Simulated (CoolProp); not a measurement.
Model: reference Helmholtz-energy equation of state, Lemmon 2006, in CoolProp. It is a short technical equation, of lower accuracy than the large ones.

Task: For acetone, give the phase and the density (kg/m³), cv (kJ/(kg K)), Joule-Thomson coefficient (K/MPa), isothermal compressibility (1/MPa) at 451.5 K and 1.02 MPa; 500.8 K and 1.02 MPa.

Result: 
- 451.5 K and 1.02 MPa: gas; density 18.5, cv 1.74, Joule-Thomson coefficient 20.0, isothermal compressibility 1.17
- 500.8 K and 1.02 MPa: gas; density 15.7, cv 1.79, Joule-Thomson coefficient 12.9, isothermal compressibility 1.09
